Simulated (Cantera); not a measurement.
Low-pressure radical oxidation in H2/O2

An isothermal, constant-pressure homogeneous reactor starts with H2 : O2 = 0.047 : 1 (molar parts), equivalence ratio 0.024, at 1048 K and 1.88 Torr.

Computed with Cantera and the H2/O2 subset of GRI-Mech 3.0, which has no nitrogen chemistry. Radical loss at walls, strong at low pressure, is not modelled. The temperature is held fixed by assumption; the heat of reaction is taken as removed at once.

| t (s) | x H2 | x O2 | x OH | x O | x H | x H2O2 | x HO2 |
|---|---|---|---|---|---|---|---|
| 7.00e-5 | 0.0449 | 0.955 | 1.18e-12 | 1.22e-12 | 1.79e-11 | <1e-12 | 1.91e-11 |
| 0.000193 | 0.0449 | 0.955 | 7.87e-12 | 8.51e-12 | 4.51e-11 | <1e-12 | 5.26e-11 |
| 0.000530 | 0.0449 | 0.955 | 4.48e-11 | 5.47e-11 | 1.07e-10 | <1e-12 | 1.45e-10 |
| 0.00146 | 0.0449 | 0.955 | 2.24e-10 | 3.44e-10 | 2.98e-10 | <1e-12 | 3.99e-10 |
| 0.00401 | 0.0449 | 0.955 | 1.90e-9 | 3.50e-9 | 2.00e-9 | <1e-12 | 1.10e-9 |
| 0.0110 | 0.0449 | 0.955 | 2.20e-7 | 4.19e-7 | 2.23e-7 | 2.74e-12 | 4.03e-9 |
| 0.0304 | 0.0149 | 0.935 | 0.00360 | 0.0131 | 0.00988 | 6.30e-8 | 1.10e-6 |
| 0.0837 | 0.000655 | 0.924 | 0.00172 | 0.0260 | 0.00833 | 1.28e-8 | 9.99e-7 |
| 0.230 | 0.000526 | 0.930 | 0.00155 | 0.0206 | 0.00587 | 1.35e-8 | 9.63e-7 |
| 0.634 | 0.000304 | 0.941 | 0.00118 | 0.0115 | 0.00247 | 1.50e-8 | 8.50e-7 |
| 1.74 | 9.50e-5 | 0.950 | 0.000659 | 0.00350 | 0.000417 | 1.56e-8 | 5.79e-7 |
| 4.80 | 1.67e-5 | 0.953 | 0.000277 | 0.000616 | 3.07e-5 | 1.26e-8 | 2.53e-7 |
| 13.2 | 2.48e-6 | 0.954 | 0.000107 | 9.22e-5 | 1.78e-6 | 7.13e-9 | 7.40e-8 |
| 36.3 | 4.18e-7 | 0.954 | 4.44e-5 | 1.57e-5 | 1.25e-7 | 3.12e-9 | 1.81e-8 |
| 100 | 8.76e-8 | 0.954 | 2.04e-5 | 3.31e-6 | 1.21e-8 | 1.21e-9 | 4.61e-9 |
x: mole fraction; the columns are a selection and need not sum to one.

Equilibrium at this temperature and pressure: H2 3.24e-10, O2 0.954, OH 1.25e-6, O 1.24e-8, H 2.80e-12, H2O2 1.14e-11, HO2 9.14e-10 (gas phase only).
